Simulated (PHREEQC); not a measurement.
Make-up at 25 °C: 0.52 mol H2SO4 and 0.048 mol K2SO4 per kg of water. Closed to the air; pH follows from the charge balance.

Model: ion-association model, wateq4f.dat, run in PHREEQC.

Problem. The ionic strength comes out as 0.663 mol/kgw. What activity coefficients do HSO4-, K+, SO4-2, H+, KSO4- get?

Solution. HSO4- 0.65, K+ 0.62, SO4-2 0.18, H+ 0.76, KSO4- 0.68.

No solid was allowed to form. Species that the database lacks are ignored.
